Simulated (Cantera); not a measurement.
Feed: 1 mol Mg(OH)2, 1.9 mol C, 0.2 mol H2, held at 1825 °C and 1.20 bar.

Method: chemical equilibrium by Gibbs-energy minimisation in Cantera with the NASA 1993 tables (ideal gas, pure condensed phases). Candidate condensed phases: C, C6H6, C7H8, C8H18, H2O, Mg, MgCO3, MgO, Mg(OH)2; 116 gas species. The tables' values for MgH are old estimates; treat these amounts as uncertain. Equilibrium is a limit: real reactors are often held back by kinetics, nucleation or transport.

Base state: CO 0.475, H2 0.298, Mg 0.223, MgH 0.00219, H 0.00154, H2O 6.44e-5, CO2 2.08e-5, C2H2 (acetylene) 1.94e-5 (mole fractions); condensed: MgO(s).

**Question.** What changes in the equilibrium state with this change: temperature from 1825 °C to 925 °C?

**Answer.** 
| species | before | after |
|---|---|---|
| H2 | 0.298 | 0.536 |
| CO | 0.475 | 0.446 |
| H2O | 6.44e-5 | 0.00762 |
| Mg | 0.223 | <1e-9 |
| MgH | 0.00219 | <1e-9 |
| MgOH | 1.56e-5 | <1e-9 |
| H | 0.00154 | 1.27e-7 |
| CH4 | 7.54e-6 | 0.00554 |
| C2H2 (acetylene) | 1.94e-5 | 5.31e-8 |
| MgO(s), mol | 0.0998 | 1.00 |
| C(graphite), mol | 0 | 0.915 |
